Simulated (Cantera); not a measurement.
An isothermal, constant-pressure homogeneous reactor starts with 84.7 % NO, 15.3 % N₂, at 1825 K and 1350 Torr.

Computed with Cantera and GRI-Mech 3.0 (53 species, 325 reactions).

Problem. Predict: x(NO) at 20.0 s; x(N₂) at 20.0 s; x(O₂) at 20.0 s; x(O) at 20.0 s; x(NO₂) at 20.0 s; x(N₂O) at 20.0 s.

Solution. 
```
Item                                                Value
----------------  ---------------------------------------
x(NO) at 20.0 s    0.0198 (gas-phase equilibrium 0.00548)
x(N₂) at 20.0 s       0.566 (gas-phase equilibrium 0.574)
x(O₂) at 20.0 s       0.414 (gas-phase equilibrium 0.421)
x(O) at 20.0 s    7.41e-5 (gas-phase equilibrium 7.48e-5)
x(NO₂) at 20.0 s  8.88e-5 (gas-phase equilibrium 2.48e-5)
x(N₂O) at 20.0 s  5.02e-7 (gas-phase equilibrium 3.59e-7)
```
